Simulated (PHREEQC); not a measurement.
# Copper plating or etch bath

Dissolve 96 mmol/kgw Cu(BF4)2, 140 mmol/kgw HNO3 and 7.7 mmol/kgw NaCl at 25 °C. Closed to the air; pH follows from the charge balance.

Computed with PHREEQC (ion-association model, wateq4f.dat).

Precipitation was switched off in this run.

**Question.** Predict the pH.

**Answer.** pH 0.98.

**Question.** In which forms is Cl present?

**Answer.** Cl- 94 %, CuCl+ 6.2 % of the Cl.

Real BF4- forms and hydrolyses slowly; the run takes it at equilibrium.
